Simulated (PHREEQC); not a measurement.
Consider water at 20 °C with 150 mmol/kgw H2SiF6, 0.24 mmol/kgw H3BO3 and 42 mmol/kgw H2SO4. Closed to the air; pH follows from the charge balance.

Computed with PHREEQC (ion-association model, phreeqc.dat).

Precipitation was switched off in this run.

Q: Estimate the pH, ionic strength, density.

A: pH 0.58; ionic strength 0.498 mol/kgw; density 1.016 g/cm³.

Q: In which forms is F present?

A: SiF6-2 99 %, HF 1.2 % of the F.

Saturation is exceeded, for instance for SiO2(a), Quartz (slow to form); the values hold only as long as no solid forms. SiF6-2 is the database's only silicon fluoride. Real BF4- forms and hydrolyses slowly; the run takes it at equilibrium.
